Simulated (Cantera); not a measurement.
A Cantera script and its output.

```python
import numpy as np
import cantera as ct

gas = ct.Solution("gri30.yaml")
gas.TPX = 525, 500000, {'CH4': 1, 'H2': 0.18, 'O2': 2.09, 'N2': 7.86}
inlet = ct.Reservoir(gas, clone=True)
gas.equilibrate("HP")  # start burning
reactor = ct.IdealGasConstPressureReactor(gas, energy="on", clone=False)
exhaust = ct.Reservoir(gas, clone=True)
tau = [0.056, 0.021, 0.0081, 0.0031, 0.0012, 0.00045, 0.00017, 6.5e-05, 2.5e-05, 9.4e-06][0]
for a, b in ((inlet, reactor), (reactor, exhaust)):
    ct.MassFlowController(a, b, mdot=lambda t: reactor.mass / tau)
net = ct.ReactorNet([reactor])
show = ['CH4', 'H2', 'O2', 'HO2', 'C2H2']

rows = []
print(f"{'tau/s':>10s}{'T/K':>9s}" + "".join(f"{s:>11s}" for s in show))
for tau in [0.056, 0.021, 0.0081, 0.0031, 0.0012, 0.00045, 0.00017, 6.5e-05, 2.5e-05, 9.4e-06]:
    net.initial_time = 0.0
    net.advance(30 * tau)
    before = gas.X
    net.advance(40 * tau)
    drift = np.max(np.abs(gas.X - before) / (gas.X + 1e-9))
    rows.append([gas.T, *gas[show].X, drift])
    print(f"{tau:10.3e}{gas.T:9.1f}" + "".join(f"{x:11.3e}" for x in gas[show].X))
```

Result:

```
     tau/s      T/K        CH4         H2         O2        HO2       C2H2
 5.600e-02   2383.8  1.392e-06  4.145e-03  5.184e-03  1.379e-06  1.745e-10
 2.100e-02   2380.9  3.489e-06  4.271e-03  5.603e-03  1.519e-06  1.002e-09
 8.100e-03   2373.1  8.139e-06  4.579e-03  6.303e-03  1.790e-06  4.775e-09
 3.100e-03   2356.2  1.799e-05  5.216e-03  7.439e-03  2.330e-06  1.864e-08
 1.200e-03   2327.2  3.717e-05  6.281e-03  9.139e-03  3.382e-06  5.665e-08
 4.500e-04   2282.3  7.641e-05  7.888e-03  1.161e-02  5.494e-06  1.495e-07
 1.700e-04   2221.7  1.590e-04  9.955e-03  1.489e-02  9.468e-06  3.724e-07
 6.500e-05   2144.6  3.544e-04  1.233e-02  1.932e-02  1.684e-05  1.030e-06
 2.500e-05   2042.4  9.717e-04  1.495e-02  2.672e-02  3.304e-05  4.314e-06
 9.400e-06    525.0  8.985e-02  1.617e-02  1.878e-01 -2.864e-18 -1.719e-18
```

Cantera simulation using GRI-Mech 3.0 (53 species, 325 reactions); the numbers are that mechanism's predictions, not measurements.
